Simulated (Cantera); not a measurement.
Charge: 1 mol Fe3O4, 4.1 mol CH4, 3.8 mol H2, at 0.810 bar.

Method: chemical equilibrium by Gibbs-energy minimisation in Cantera with the NASA 1993 tables (ideal gas, pure condensed phases). Candidate condensed phases: C, C6H6, C7H8, C8H18, Fe, Fe(CO)5, FeO, Fe(OH)2, Fe(OH)3, Fe2O3, Fe3O4, H2O; 114 gas species. Iron dissolves carbon and melts from about 1420 K in contact with it, which pure phases cannot show. Condensed phases not in the tables: cementite and carbon dissolved in iron. Rates play no part. All values below are at 1898 K.

Base state: H2 0.749, CO 0.250, H 0.000751, C2H2 (acetylene) 0.000282, CH4 0.000257, Fe 0.000134, H2O 2.73e-5 (mole fractions); condensed: C(graphite) + Fe(l).

Task: What changes in the equilibrium state with this change: Fe3O4 replaced by MgO?

Result: 
```csv
species,before,after
H2,0.749,0.856
CO,0.250,0.0714
Mg,0,0.0706
Fe,0.000134,0
MgH,0,0.000855
H2O,2.73e-5,8.91e-6
CH4,0.000257,0.000335
C2H2 (acetylene),0.000282,0.000322
"C(graphite), mol",0.0872,3.09
"Fe(l), mol",3.00,0
```
The tables' values for MgH are old estimates; treat these amounts as uncertain. Further candidate phases: Mg, MgCO3, MgO, Mg(OH)2.
